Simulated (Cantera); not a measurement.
Feed: 1 mol AlCl₃, a varied amount of NH₃, 440 mol H₂, held at 1077 °C and 1.60 mbar.

Method: chemical equilibrium by Gibbs-energy minimisation in Cantera with the NASA 1993 tables (ideal gas, pure condensed phases). Candidate condensed phases: Al, AlCl₃, AlN, NH₄Cl; 20 gas species. Kinetics and transport are ignored.

Task: Which condensed phases are stable at each of these points (n(NH₃) (mol)): 0.32, 0.4, 0.48, 0.57, 0.65, 0.73, 0.81, 0.9, 0.98, 1.1, 1.2, 1.3?

Result: 
```csv
n(NH₃) (mol),condensed phases,Al condensed (%)
0.32,gas only,0.0
0.4,gas only,0.0
0.48,gas only,0.0
0.57,gas only,0.0
0.65,gas only,0.0
0.73,gas only,0.0
0.81,gas only,0.0
0.9,gas only,0.0
0.98,gas only,0.0
1.1,gas only,0.0
1.2,gas only,0.0
1.3,AlN(s),0.5
```

From 0.32 mol NH₃ to 1.2 mol NH₃ nothing is condensed. At 1.3 mol NH₃ the condensed part is AlN(s).
